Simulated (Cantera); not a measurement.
Cantera run, input and output.

```python
import numpy as np
import cantera as ct

gas = ct.Solution("gri30.yaml")
gas.TPX = 1150, 740000, {'CH2O': 0.0024, 'O2': 0.024, 'N2': 1}
reactor = ct.IdealGasConstPressureReactor(gas, energy="off", clone=False)
net = ct.ReactorNet([reactor])
net.rtol, net.atol = 1e-08, 1e-18
show = ['CH2O', 'O2', 'OH', 'CH4', 'NO', 'CO']
times = np.geomspace(2e-06, 10, 11)

steps = ct.SolutionArray(gas, extra=["t"])
rows = []
print(f"{'t/s':>10s}{'T/K':>9s}{'P/Pa':>11s}" + "".join(f"{s:>11s}" for s in show))
for t in times:
    while net.time < t:
        t_next = net.step()
        steps.append(gas.state, t=t_next)
    rows.append([np.interp(t, steps.t, y) for y in (steps.T, steps.P, *steps(*show).X.T)])
    print(f"{t:10.3e}{rows[-1][0]:9.1f}{rows[-1][1]:11.4g}" + "".join(f"{x:11.3e}" for x in rows[-1][2:]))
rate = np.gradient(steps.T, steps.t)
print("integrator steps:", len(steps.t))
if steps.T.max() > steps.T[0] + 200:
    print(f"time of steepest temperature rise: {steps.t[rate.argmax()]:.4e} s")
gas.TPX = 1150, 740000, {'CH2O': 0.0024, 'O2': 0.024, 'N2': 1}
gas.equilibrate("TP")
print(f"equilibrium (TP): T = {gas.T:.1f} K  " + "  ".join(f"{s} {gas[s].X[0]:.3e}" for s in show))
```

It prints:

```
       t/s      T/K       P/Pa       CH2O         O2         OH        CH4         NO         CO
 2.000e-06   1150.0    7.4e+05  2.338e-03  2.338e-02  1.767e-10  1.439e-19  1.790e-20  2.577e-08
 9.352e-06   1150.0    7.4e+05  2.338e-03  2.338e-02  2.761e-10  9.026e-18  2.307e-19  1.388e-07
 4.373e-05   1150.0    7.4e+05  2.337e-03  2.338e-02  1.306e-09  6.219e-16  2.261e-18  8.760e-07
 2.045e-04   1150.0    7.4e+05  2.324e-03  2.337e-02  2.362e-08  1.292e-13  1.365e-16  1.453e-05
 9.564e-04   1150.0    7.4e+05  9.710e-04  2.268e-02  1.762e-06  3.967e-11  2.822e-13  1.349e-03
 4.472e-03   1150.0    7.4e+05  4.129e-07  2.215e-02  5.700e-07  2.500e-11  1.368e-11  2.095e-03
 2.091e-02   1150.0    7.4e+05  1.015e-12  2.193e-02  3.188e-07  4.820e-12  8.505e-11  1.777e-03
 9.779e-02   1150.0    7.4e+05  9.272e-14  2.160e-02  2.050e-07  4.850e-14  6.214e-10  1.143e-03
 4.573e-01   1150.0    7.4e+05  3.673e-15  2.117e-02  1.510e-07  7.427e-20  2.606e-09  2.665e-04
 2.138e+00   1150.0    7.4e+05  1.396e-19  2.105e-02  1.043e-07  4.985e-27  8.652e-09  4.444e-06
 1.000e+01   1150.0    7.4e+05  3.213e-27  2.104e-02  8.061e-08  7.408e-29  1.680e-08  3.147e-11
integrator steps: 2028
equilibrium (TP): T = 1150.0 K  CH2O 2.899e-27  O2 2.102e-02  OH 7.707e-08  CH4 1.286e-41  NO 4.644e-05  CO 3.048e-11
```

Detailed kinetics in Cantera: GRI-Mech 3.0 (53 species, 325 reactions).
